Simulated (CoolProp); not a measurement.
Aqueous potassium acetate as a coolant, at 27 °C, 1 atm.

The numbers come from the Melinder's fits for secondary coolants in CoolProp.

```
mass %  freezing point (°C)  Prandtl number  viscosity (mPa s)  cp (kJ/(kg K))  density (kg/m³)
------  -------------------  --------------  -----------------  --------------  ---------------
4.8                    -1.9            6.46              0.957           4.002             1024
8                      -3.5            6.93               1.04               ?             1039
11.2                   -5.2            7.46               1.12           3.788             1054
14.4                   -7.1            8.05               1.22           3.689             1070
17.6                   -9.3               ?                  ?           3.594             1086
20.8                  -11.9            9.44               1.45           3.501             1103
24                    -15.1            10.3               1.59           3.410             1121
27.2                  -19.0            11.3               1.76           3.321             1139
30.4                  -23.7               ?               1.96           3.233             1157
33.6                  -29.3            13.9               2.21           3.146             1175
36.8                  -35.5            15.7               2.50           3.061             1193
```

Problem. What belongs in the gaps?

Solution. 
- 8, cp (kJ/(kg K)): 3.892
- 17.6, Prandtl number: 8.70
- 17.6, viscosity (mPa s): 1.33
- 30.4, Prandtl number: 12.5
